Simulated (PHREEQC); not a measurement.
Dissolve 0.084 mol/kgw H2SO4 and 0.038 mol/kgw Al2(SO4)3 at 20 °C. Closed to the air; pH follows from the charge balance.

All values are PHREEQC results (ion-association model, phreeqc.dat), not measurements.

This is a speciation only: nothing precipitates in the calculation.

Question: Order these S species by the share of S that they hold, largest first: Al(SO4)2-, HSO4-, AlHSO4+2, AlSO4+, SO4-2.

Answer: HSO4- (41 %), AlSO4+ (25 %), SO4-2 (18 %), Al(SO4)2- (16 %), AlHSO4+2 (0.35 %)

Question: Order these Al species by the share of Al that they hold, largest first: Al(SO4)2-, Al+3, AlHSO4+2, AlSO4+.

Answer: AlSO4+ (66 %), Al(SO4)2- (20 %), Al+3 (13 %), AlHSO4+2 (0.91 %)

The pH is 1.16 and the ionic strength 0.234 mol/kgw.
